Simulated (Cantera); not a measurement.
Charge: 1 mol V2O3, 27 mol H2, at 0.0190 bar.

Equilibrium computed with Cantera from the NASA thermochemical tables; the gas is ideal and each condensed phase is pure. Candidate condensed phases: H2O, V, VO, V2O3, V2O4, V2O5; 12 gas species. Mutual solubility and eutectic melting of coexisting phases are not modelled. VO: taken at fixed stoichiometry. Condensed phases not in the tables: the oxides between V2O3 and V2O5 other than VO2. Equilibrium is a limit: real reactors are often held back by kinetics, nucleation or transport. All values below are at 1275 K.

Base state: H2 0.999, H2O 0.000835 (mole fractions); condensed: VO(s) + V2O3(s).

What changes in the equilibrium state with this change: V2O3 replaced by Ta2O5?


```
species          before    after
-------------  --------  -------
H2                0.999    1.000
H2O            0.000835  1.09e-5
VO(s), mol       0.0451        0
V2O3(s), mol      0.977        0
Ta2O5(s), mol         0    1.000
```
Further candidate phases: Ta, Ta2O5.
